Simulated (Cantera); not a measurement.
What does this Cantera script print?

```python
import numpy as np
import cantera as ct

gas_names = """
    O N2O NO2 O3 N2
""".split()
cond_names = """

""".split()


# ... load() reads the species with a 1 bar reference pressure and builds the phases ...
species = {s.name: s for s in load("nasa_gas.yaml", gas_names) + load("nasa_condensed.yaml", cond_names)}
# Each term lists the table entries of one substance; the one whose range holds T is used.
reactions = {
    '3 O(g) + N2O(g) = 2 NO2(g)':
        [(-3, ['O']), (-1, ['N2O']), (2, ['NO2'])],
    '3 N2O(g) = O3(g) + 3 N2(g)':
        [(-3, ['N2O']), (1, ['O3']), (3, ['N2'])],
}


def pick(names, T):
    return next(species[n] for n in names if species[n].thermo.min_temp <= T <= species[n].thermo.max_temp)


results = []
for label, terms in reactions.items():
    print(label)
    print("     T/K   dH/kJ  dS/(J/K)   dG/kJ   log10 K")
    for T in [300, 1623, 1773, 1923, 2073, 2223, 2373]:
        used = [(nu, pick(names, T)) for nu, names in terms]
        dH = sum(nu * s.thermo.h(T) for nu, s in used) / 1e6
        dS = sum(nu * s.thermo.s(T) for nu, s in used) / 1e3
        dG = dH - T * dS / 1e3
        logK = -dG * 1e6 / (ct.gas_constant * T * np.log(10))
        results.append((label, T, dH, dS, dG, logK, [s.name for _, s in used]))
        print(f"{T:8g} {dH:8.1f} {dS:8.1f} {dG:8.1f} {logK:8.2f}")
```

It prints:

```
3 O(g) + N2O(g) = 2 NO2(g)
     T/K   dH/kJ  dS/(J/K)   dG/kJ   log10 K
     300   -760.8   -223.0   -693.9   120.81
    1623   -780.4   -253.1   -369.6    11.89
    1773   -781.6   -253.8   -331.6     9.77
    1923   -782.8   -254.5   -293.4     7.97
    2073   -783.9   -255.0   -255.2     6.43
    2223   -784.9   -255.5   -216.9     5.10
    2373   -785.8   -255.9   -178.6     3.93
3 N2O(g) = O3(g) + 3 N2(g)
     T/K   dH/kJ  dS/(J/K)   dG/kJ   log10 K
     300   -103.0    153.9   -149.1    25.97
    1623   -114.7    144.5   -349.2    11.24
    1773   -116.5    143.5   -370.8    10.92
    1923   -117.9    142.7   -392.3    10.66
    2073   -119.0    142.1   -413.6    10.42
    2223   -119.6    141.8   -434.9    10.22
    2373   -119.8    141.8   -456.2    10.04
```

Source: NASA polynomial tables (part measured, part estimated), evaluated in Cantera. Condensed species are held in their standard states even where they would react or evaporate.
